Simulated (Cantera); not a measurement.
# Hydrocarbon pyrolysis for carbon deposition

An isothermal, constant-pressure homogeneous reactor starts with CH4 : N2 = 1 : 2.5 (molar parts), at 1750 K and 0.980 bar.

Detailed kinetics in Cantera: GRI-Mech 3.0 (53 species, 325 reactions). GRI-Mech 3.0 stops at C3 and has no aromatics, soot or wall deposition, so with more carbon than oxygen in the feed, carbon stays in small species such as C2H2 where larger ones or solid carbon would form.

```json
[
 {"t (s)": "3.00e-5", "x CH4": "0.285", "x C2H": "<1e-12", "x H2": "0.000253", "x C2H2": "3.46e-8", "x HCN": "1.20e-12", "x C2H6": "1.25e-5", "x H": "9.72e-7"},
 {"t (s)": "9.49e-5", "x CH4": "0.284", "x C2H": "4.05e-11", "x H2": "0.00116", "x C2H2": "3.83e-6", "x HCN": "1.87e-11", "x C2H6": "0.000195", "x H": "2.07e-6"},
 {"t (s)": "0.000300", "x CH4": "0.275", "x C2H": "1.73e-9", "x H2": "0.00804", "x C2H2": "0.000268", "x HCN": "3.77e-10", "x C2H6": "0.00102", "x H": "7.42e-6"},
 {"t (s)": "0.000949", "x CH4": "0.233", "x C2H": "3.28e-8", "x H2": "0.0502", "x C2H2": "0.00842", "x HCN": "7.27e-9", "x C2H6": "0.00119", "x H": "2.78e-5"},
 {"t (s)": "0.00300", "x CH4": "0.162", "x C2H": "1.18e-7", "x H2": "0.139", "x C2H2": "0.0421", "x HCN": "3.86e-8", "x C2H6": "0.000401", "x H": "5.54e-5"},
 {"t (s)": "0.00949", "x CH4": "0.0890", "x C2H": "1.97e-7", "x H2": "0.228", "x C2H2": "0.0745", "x HCN": "1.18e-7", "x C2H6": "0.000107", "x H": "8.57e-5"},
 {"t (s)": "0.0300", "x CH4": "0.0363", "x C2H": "2.63e-7", "x H2": "0.290", "x C2H2": "0.0959", "x HCN": "2.67e-7", "x C2H6": "1.83e-5", "x H": "0.000113"},
 {"t (s)": "0.0949", "x CH4": "0.0125", "x C2H": "3.00e-7", "x H2": "0.318", "x C2H2": "0.105", "x HCN": "4.70e-7", "x C2H6": "2.47e-6", "x H": "0.000129"},
 {"t (s)": "0.300", "x CH4": "0.00572", "x C2H": "3.13e-7", "x H2": "0.326", "x C2H2": "0.108", "x HCN": "7.32e-7", "x C2H6": "7.20e-7", "x H": "0.000135"},
 {"t (s)": "0.949", "x CH4": "0.00508", "x C2H": "3.15e-7", "x H2": "0.327", "x C2H2": "0.108", "x HCN": "1.32e-6", "x C2H6": "6.22e-7", "x H": "0.000135"},
 {"t (s)": "3.00", "x CH4": "0.00508", "x C2H": "3.15e-7", "x H2": "0.327", "x C2H2": "0.108", "x HCN": "3.25e-6", "x C2H6": "6.22e-7", "x H": "0.000135"},
 {"t (s)": "9.49", "x CH4": "0.00508", "x C2H": "3.15e-7", "x H2": "0.327", "x C2H2": "0.108", "x HCN": "1.01e-5", "x C2H6": "6.22e-7", "x H": "0.000135"},
 {"t (s)": "30.0", "x CH4": "0.00508", "x C2H": "3.15e-7", "x H2": "0.326", "x C2H2": "0.108", "x HCN": "3.67e-5", "x C2H6": "6.22e-7", "x H": "0.000135"}
]
```
x: mole fraction; the columns are a selection and need not sum to one.

Equilibrium at this temperature and pressure: CH4 0.00375, C2H 1.68e-7, H2 0.328, C2H2 0.0580, HCN 0.102, C2H6 3.37e-7, H 0.000136 (gas phase only).
